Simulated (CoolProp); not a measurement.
Saturation properties of diethyl ether (Tc = 194.7 °C, pc = 37.17 bar, ω = 0.282).

Computed with CoolProp (reference Helmholtz-energy equation of state, Thol 2014).

```
T (°C)  p (bar)  enthalpy of vaporisation (kJ/kg)  liquid cp (kJ/(kg K))
------  -------  --------------------------------  ---------------------
89.05     5.051                             304.0                  2.604
98.35     6.299                             293.0                  2.655
107.65    7.764                             281.3                  2.712
116.85    9.447                             268.9                  2.775
126.15    11.41                             255.3                  2.849
135.45    13.66                             240.6                  2.937
144.75    16.23                             224.2                  3.050
153.95    19.11                             206.0                  3.200
163.25    22.41                             184.8                  3.428
172.55    26.14                             159.3                  3.837
```

It boils at 34.5 °C under 1 atm.
